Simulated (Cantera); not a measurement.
A Cantera script and what it prints.

```python
import numpy as np
import cantera as ct

gas_names = """
    H HO2 H2 H2O H2O2 O OH O2 O3 P PH PH3 PO PO2 P2 P4 P4O10
""".split()
cond_names = """
    H2O(s) H2O(L) P(cr) P(L) P4O10(s)
""".split()


# ... load() reads the species with a 1 bar reference pressure and builds the phases ...
atoms = {
    'PH3': {'P': 1, 'H': 3},
    'H2O': {'H': 2, 'O': 1},
}
top_T = {'P4O10(s)': 690}  # K; cautious upper limits of use, not melting points


# ... equilibrate(T, P, feed) seeds the gas with the atoms and calls Mixture.equilibrate('TP', solver="vcs", rtol=1e-11, max_steps=5000) ...
results = []
feed = {'PH3': 1, 'H2O': 5.5}  # mol
T = 1400  # K
P = 360000  # Pa
mix = equilibrate(T, P, feed)
results.append((T, P, feed, dict(zip(mix.species_names, mix.species_moles))))
x = sorted(zip(gas.X, gas.species_names), reverse=True)
print(f"T = {T:g} K  P = {P:g} Pa  gas = {mix.phase_moles(0):.4g} mol")
print("   x: " + "  ".join(f"{s} {v:.3e}" for v, s in x if v > 0.0001))
print("   condensed (mol): " + ("  ".join(f"{mix.phase(i).name} {mix.phase_moles(i):.4g}"
      for i in range(1, mix.n_phases) if mix.phase_moles(i) > 1e-12) or "none"))
```

Output:

```
T = 1400 K  P = 360000 Pa  gas = 7.31 mol
   x: H2O 4.947e-01  H2 4.627e-01  P4O10 2.523e-02  P2 1.205e-02  PO2 2.387e-03  P4 2.151e-03  PO 6.703e-04  PH3 1.293e-04
   condensed (mol): none
```

These are equilibrium values from Cantera (NASA tables, ideal gas, pure condensed phases), not measurements of a reactor. Gases not in the tables: HPO2, HPO3 and P4O6.
